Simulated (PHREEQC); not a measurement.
0.47 g of hydrous ferric oxide (600 m²/g; 0.2 weak and 0.005 strong sites per Fe, Dzombak-Morel constants, diffuse double layer) in 1 kg of water with 0.3 mol/kgw of an inert sodium salt and 3.4e-05 mol/kgw SrCl2 and 0.00019 mol/kgw CuSO4, at 25 °C; the pH is set by adding NaOH or the inert anion's acid. Oxygen is held at 0.21 atm. CO2 from the air is kept out. No solid was allowed to form.

Model: ion-association model, wateq4f.dat, run in PHREEQC.

Q: Predict S sorbed (%), surface charge σ (C/m²), surface potential ψ (mV) at pH = 6, 7, 7.5, 8, 9.

A: 
```
pH   S sorbed (%)  surface charge σ (C/m²)  surface potential ψ (mV)
---  ------------  -----------------------  ------------------------
6            29.8                    0.152                        82
7             6.0                    0.084                        56
7.5           1.7                    0.054                        39
8             0.4                    0.026                        20
9             0.0                   -0.027                       -21
```

Complexes and solids missing from the database can't appear. The database's constant for dissolved Cu(OH)2 is higher than later reviews accept. The oxide is taken as insoluble; below pH 4 it would dissolve.
